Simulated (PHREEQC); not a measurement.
A made-up water analysis in mg/L, 55 °C, pH 3.71, pe 10.2: Na 435; K 350; Ca 501; Mg 53.7; Cl 599; S(6) as SO4 2110; Si as SiO2 2.43; Fe(3) 52; Zn 5.6.

Valence states are taken as typed.

All values are PHREEQC results (ion-association model, phreeqc.dat), not measurements.

No solid was allowed to form.

Q: Estimate the ionic strength, specific conductance.

A: ionic strength 0.0722 mol/kgw; specific conductance 8820 µS/cm.

Q: In which forms is K present?

A: K+ 94 %, KSO4- 6.1 % of the K.

Saturation is exceeded, for instance for Jarosite-K, Hematite (slow to form); the values hold only as long as no solid forms. Species that the database lacks are ignored. Away from 25 °C the constants follow the database's enthalpies or fits; those with neither stay at their 25 °C values.
